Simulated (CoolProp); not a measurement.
R13 along the isobar 1.01 bar: fugacity coefficient from the reference equation and from simpler models built on Tc = 303.0 K, pc = 39.73 bar, ω = 0.175; each cubic takes its own stable root.

Model: reference Helmholtz-energy equation of state, Platzer 1990, in CoolProp. This equation is an older, rougher fit; its heat capacities, sound speeds and derivatives of the liquid may be far off and weren't checked against measurements.

| T (K) | phase | reference |
|---|---|---|
| 136.2 | liquid | 0.01218 |
| 147.9 | liquid | 0.04260 |
| 159.5 | liquid | 0.1190 |
| 171.1 | liquid | 0.2819 |
| 182.7 | liquid | 0.5865 |
| 194.3 | gas | 0.9623 |
| 205.9 | gas | 0.9690 |
| 217.5 | gas | 0.9741 |
| 229.2 | gas | 0.9783 |
| 240.8 | gas | 0.9816 |
| 252.4 | gas | 0.9842 |
| 264 | gas | 0.9864 |
| 275.6 | gas | 0.9882 |
| 287.2 | gas | 0.9897 |
| 298.8 | gas | 0.9910 |
| 310.5 | gas | 0.9921 |

How far does each simpler model (Redlich-Kwong, Soave-Redlich-Kwong, Peng-Robinson) lie from the reference over these 16 states: mean and median of the absolute difference, and the worst?


- Redlich-Kwong: mean 14.3 %, median 0.4 %, worst +48.3 % at 147.9 K and 1.01 bar
- Soave-Redlich-Kwong: mean 1.3 %, median 0.2 %, worst -5.3 % at 136.2 K and 1.01 bar
- Peng-Robinson: mean 0.8 %, median 0.1 %, worst +6.1 % at 136.2 K and 1.01 bar
